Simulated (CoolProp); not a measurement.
The numbers come from the reference Helmholtz-energy equation of state, Lemmon 2006 in CoolProp. It is a short technical equation, of lower accuracy than the large ones.

Task: For C2F6 (R116), give the phase and the Z, Joule-Thomson coefficient (K/MPa), viscosity (µPa s), fugacity coefficient at 315.3 K and 10.9 MPa; 315.3 K and 19.6 MPa.

Result: 
- 315.3 K and 10.9 MPa: supercritical; Z 0.534, Joule-Thomson coefficient 0.644, viscosity 97.8, fugacity coefficient 0.381
- 315.3 K and 19.6 MPa: supercritical; Z 0.845, Joule-Thomson coefficient 0.0519, viscosity 141, fugacity coefficient 0.315

Viscosity comes from a separate model (Huber 2003), an estimate that may be off by 10 % or more.
